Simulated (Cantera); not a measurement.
**Equilibrium for carbon deposition, reforming and gasification: C + H2**

A closed system holds: 1 mol C, 1.5 mol H2, held at 3.70 bar.

These are equilibrium values from Cantera (NASA tables, ideal gas, pure condensed phases), not measurements of a reactor. Candidate condensed phases: C, C6H6, C7H8, C8H18; 76 gas species. Equilibrium is a limit: real reactors are often held back by kinetics, nucleation or transport.

From 1798 K to 2298 K the condensed part is C(graphite). The main C-bearing gas is CH4 at 1798 K and C2H2 (acetylene) at 2298 K.

```tsv
T (K)	x H2	x H	x C2H2 (acetylene)	x CH4	x CH3	x C2H4	x C4H2	n C(graphite)
1798	0.997	0.000183	0.000172	0.00285	1.06e-5	1.50e-5	1.17e-8	0.995
1848	0.997	0.000275	0.000257	0.00242	1.35e-5	1.60e-5	2.62e-8	0.996
1898	0.997	0.000406	0.000375	0.00208	1.70e-5	1.70e-5	5.62e-8	0.996
1948	0.997	0.000587	0.000537	0.00180	2.11e-5	1.80e-5	1.16e-7	0.996
1998	0.997	0.000833	0.000756	0.00157	2.59e-5	1.90e-5	2.30e-7	0.995
2048	0.996	0.00116	0.00104	0.00138	3.16e-5	2.00e-5	4.42e-7	0.995
2098	0.996	0.00160	0.00142	0.00122	3.80e-5	2.09e-5	8.21e-7	0.994
2148	0.995	0.00216	0.00191	0.00108	4.54e-5	2.19e-5	1.48e-6	0.993
2198	0.994	0.00289	0.00252	0.000964	5.37e-5	2.28e-5	2.60e-6	0.991
2248	0.992	0.00380	0.00329	0.000865	6.30e-5	2.37e-5	4.45e-6	0.989
2298	0.990	0.00495	0.00424	0.000779	7.33e-5	2.46e-5	7.42e-6	0.986
```
x: gas mole fraction; n: condensed amount in mol.
